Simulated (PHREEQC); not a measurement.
Dissolve 110 mmol/kgw NH4Cl, 0.21 mmol/kgw Na2B4O7 and 0.27 mmol/kgw NaCl at 25 °C. Closed to the air; pH follows from the charge balance.

Model: ion-association model, phreeqc.dat, run in PHREEQC.

```
Property                      Value
--------------------  -------------
pH                             6.97
ionic strength        0.110 mol/kgw
specific conductance    13700 µS/cm
density                 0.999 g/cm³
total alkalinity       0.420 meq/kg
```

```csv
species,molality,activity,log γ
Cl-,0.110,0.0838,-0.119
NH4+,0.110,0.0807,-0.133
H3BO3,0.000834,0.000856,0.011
Na+,0.000690,0.000538,-0.108
NH3,0.000414,0.000425,0.011
H2BO3-,5.86e-6,4.55e-6,-0.110
H+,1.32e-7,1.08e-7,-0.085
OH-,1.24e-7,9.32e-8,-0.123
```

Precipitation was switched off in this run. Complexes and solids missing from the database can't appear.
